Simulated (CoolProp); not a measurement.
A Linde-Hampson liquefier for normal hydrogen: isothermal reversible compression at 200 K from 1 atm to 5 MPa, throttling to 1 atm, return gas leaving the recuperator 5 K below the feed. Each further row changes one setting.

Model: reference Helmholtz-energy equation of state, Leachman 2009, in CoolProp.

```
case                        compression work (kJ/kg of gas)
--------------------------  -------------------------------
as stated                                              3240
high pressure 10 MPa                                   3850
warm-end temperature 230 K                             3730
warm-end gap 10 K                                      3240
```
